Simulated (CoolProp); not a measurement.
Vapour-liquid equilibrium of R22 (1) + R123 (2) at 618 kPa; x and y are mole fractions of (1).

Model: multi-fluid Helmholtz-energy mixture model, Kamei 1995 and Younglove 1994; pair parameters Bell 2016, in CoolProp.

```csv
x,bubble temperature (K),y at the bubble point,dew temperature at overall composition x (K),liquid density (mol/L)
0.05,354.1,0.204,360.7,8.684
0.15,338.4,0.506,356.5,9.290
0.25,325.2,0.691,352.0,9.883
0.35,314.7,0.802,347.1,10.46
0.45,306.2,0.871,341.6,11.04
0.55,299.5,0.914,335.6,11.62
0.65,294.0,0.944,328.5,12.21
0.75,289.3,0.965,320.0,12.83
0.85,285.3,0.981,309.0,13.48
0.95,281.7,0.994,292.7,14.18
```

No azeotrope shows between x = 0.05 and 0.95.

Pair parameters are fitted to limited data, so mixtures are less certain than the pure fluids.
